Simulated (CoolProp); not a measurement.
A closed Brayton cycle with carbon dioxide: compressor inlet 327.15 K and 7.5 MPa, high pressure 18.4 MPa, turbine inlet 830 K, compressor efficiency 0.8, turbine efficiency 0.85, recuperator effectiveness 0 (on enthalpy, no pinch check). Each further row changes one setting.

Model: reference Helmholtz-energy equation of state, Span 1996, in CoolProp.

```
case                           thermal efficiency (%)  net work (kJ/kg)  compressor to turbine work  compressor exit (K)  turbine exit (K)
-----------------------------  ----------------------  ----------------  --------------------------  -------------------  ----------------
as stated                                        11.2              60.1                        0.47                408.5             728.2
turbine inlet 780 K                              11.0              52.5                        0.50                408.5             681.9
compressor inlet 337.15 K                        10.7              54.9                        0.51                422.5             728.2
high pressure 15.6 MPa                            9.3              51.5                        0.45                392.9             746.5
recuperator effectiveness 0.5                    16.9              60.1                        0.47                408.5             728.2
```
